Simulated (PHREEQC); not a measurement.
Dissolve 7.3e-05 mol HBr and 6.2e-05 mol MnSO4 per kg of water at 64 °C. Closed to the air; pH follows from the charge balance.

Equilibrium calculation in PHREEQC: ion-association model, phreeqc.dat.

No solid was allowed to form.

Task: Predict the pH.

Result: pH 4.15.

Task: In which forms is Mn present?

Result: Mn+2 98 %, MnSO4 1.7 % of the Mn.

Constants without temperature data keep their 25 °C values here.
